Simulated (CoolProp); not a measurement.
R142b along the isobar 2220 kPa: density (kg/m³) from the reference equation and from simpler models built on Tc = 410.3 K, pc = 4055 kPa, ω = 0.232; each cubic takes its own stable root.

The numbers come from the reference Helmholtz-energy equation of state, Lemmon 2006 in CoolProp. It is a short technical equation, of lower accuracy than the large ones.

| T (K) | phase | reference |
|---|---|---|
| 212.9 | liquid | 1306 |
| 236.3 | liquid | 1258 |
| 259.6 | liquid | 1207 |
| 283 | liquid | 1154 |
| 306.4 | liquid | 1097 |
| 329.8 | liquid | 1033 |
| 353.1 | liquid | 957.8 |
| 399.9 | gas | 89.70 |
| 423.3 | gas | 78.72 |
| 446.6 | gas | 71.17 |
| 470 | gas | 65.39 |

How far does each simpler model (van der Waals, Redlich-Kwong, Soave-Redlich-Kwong, Peng-Robinson) lie from the reference over these 11 states: mean and median of the absolute difference, and the worst?


- van der Waals: mean 26.2 %, median 39.5 %, worst -40.7 % at 353.1 K and 2220 kPa
- Redlich-Kwong: mean 8.8 %, median 11.8 %, worst -17.3 % at 353.1 K and 2220 kPa
- Soave-Redlich-Kwong: mean 6.9 %, median 9.6 %, worst -13.3 % at 353.1 K and 2220 kPa
- Peng-Robinson: mean 1.6 %, median 1.6 %, worst +2.2 % at 259.6 K and 2220 kPa
